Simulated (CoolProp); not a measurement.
Vapour-liquid equilibrium of carbon dioxide (1) + R124 (2) at 0.541 MPa; x and y are mole fractions of (1).

Values from CoolProp's multi-fluid Helmholtz-energy mixture model, Span 1996 and de Vries 1995; pair parameters Bell 2016.

Q: Give the bubble temperature and the first vapour's composition at x = 0.05, 0.5, 0.8. Is there an azeotrope?

A: x = 0.05: 20.3 °C, y = 0.386; x = 0.5: -36.3 °C, y = 0.962; x = 0.8: -49.5 °C, y = 0.993. No azeotrope shows between x = 0.05 and 0.95.

Pair parameters are fitted to limited data, so mixtures are less certain than the pure fluids.
